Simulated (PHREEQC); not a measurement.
0.027 g of hydrous ferric oxide (600 m²/g; 0.2 weak and 0.005 strong sites per Fe, Dzombak-Morel constants, diffuse double layer) in 1 kg of water with 0.01 mol/kgw of an inert sodium salt and 3.8e-06 mol/kgw NaH2PO4 and 3.4e-06 mol/kgw Na2SeO3, at 25 °C; the pH is set by adding NaOH or the inert anion's acid. The system is closed to oxygen. The system is closed to CO2. Nothing may precipitate in this run.

All values are PHREEQC results (ion-association model, wateq4f.dat), not measurements.

Question: Predict Se sorbed (%) at pH = 4, 4.67, 7.33, 8.67, 11.33.

Answer: 
| pH | Se sorbed (%) |
|---|---|
| 4 | 99.6 |
| 4.67 | 99.5 |
| 7.33 | 77.8 |
| 8.67 | 18.1 |
| 11.33 | 0.0 |

Species that the database lacks are ignored. The database's selenite sorption wasn't checked against measurements; a fall in acid may be a fault of its surface constants. H3PO4, which wateq4f.dat lacks, is added to it with the constant of phreeqc.dat.
